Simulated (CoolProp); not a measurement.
Fluorine along the isotherm 300 K: Z from the reference equation and from simpler models built on Tc = 144.4 K, pc = 5240 kPa, ω = 0.045; each cubic takes its own stable root.

Values from CoolProp's reference Helmholtz-energy equation of state, de Reuck 1990.

| p (kPa) | phase | reference |
|---|---|---|
| 1190 | gas | 0.9953 |
| 2380 | gas | 0.9905 |
| 3570 | gas | 0.9860 |
| 4760 | gas | 0.9820 |
| 5950 | supercritical | 0.9786 |
| 7140 | supercritical | 0.9759 |
| 8340 | supercritical | 0.9739 |
| 9530 | supercritical | 0.9725 |
| 10700 | supercritical | 0.9717 |
| 11900 | supercritical | 0.9715 |
| 13100 | supercritical | 0.9718 |

Q: How far does each simpler model (van der Waals, Soave-Redlich-Kwong) lie from the reference over these 11 states: mean and median of the absolute difference, and the worst?

A: 
- van der Waals: mean 2.3 %, median 2.2 %, worst -4.3 % at 300 K and 13100 kPa
- Soave-Redlich-Kwong: mean 1.0 %, median 1.1 %, worst +1.7 % at 300 K and 13100 kPa
